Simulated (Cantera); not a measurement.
**Adiabatic ignition**

An adiabatic, constant-volume homogeneous reactor starts with 8.25 % CH4, 0.388 % C2H6, 19.2 % O2, 72.2 % N2, equivalence ratio 0.93, at 1775 K and 285 Torr.

Detailed kinetics in Cantera: GRI-Mech 3.0 (53 species, 325 reactions).

| t (s) | T (K) | P (bar) | x CH4 | x C2H6 | x O2 | x C2H4 | x NO |
|---|---|---|---|---|---|---|---|
| 9.00e-6 | 1770 | 0.379 | 0.0823 | 0.00341 | 0.192 | 1.84e-5 | 2.45e-12 |
| 2.88e-5 | 1765 | 0.378 | 0.0812 | 0.00256 | 0.191 | 0.000293 | 4.37e-11 |
| 9.19e-5 | 1924 | 0.419 | 0.0542 | 0.000521 | 0.166 | 0.00334 | 1.55e-8 |
| 0.000294 | 2828 | 0.651 | <1e-12 | <1e-12 | 0.0362 | <1e-12 | 0.00183 |
| 0.000939 | 2862 | 0.656 | <1e-12 | <1e-12 | 0.0333 | <1e-12 | 0.00813 |
| 0.00300 | 2857 | 0.655 | <1e-12 | <1e-12 | 0.0313 | <1e-12 | 0.0137 |
| 0.00959 | 2857 | 0.655 | <1e-12 | <1e-12 | 0.0312 | <1e-12 | 0.0141 |
| 0.0306 | 2857 | 0.655 | <1e-12 | <1e-12 | 0.0312 | <1e-12 | 0.0141 |
| 0.0979 | 2857 | 0.655 | <1e-12 | <1e-12 | 0.0312 | <1e-12 | 0.0141 |
| 0.313 | 2857 | 0.655 | <1e-12 | <1e-12 | 0.0312 | <1e-12 | 0.0141 |
| 1.00 | 2857 | 0.655 | <1e-12 | <1e-12 | 0.0312 | <1e-12 | 0.0141 |
x: mole fraction; the columns are a selection and need not sum to one.

The time of steepest temperature rise comes out as 0.113 ms, the temperature at 1.00 s is 2857 K and the equilibrium temperature is 2857 K. The x(CH4) at 1.00 s comes out as <1e-12 (gas-phase equilibrium <1e-12) and the x(C2H6) at 1.00 s comes out as <1e-12 (gas-phase equilibrium <1e-12). The x(O2) at 1.00 s is 0.0312 (gas-phase equilibrium 0.0312).
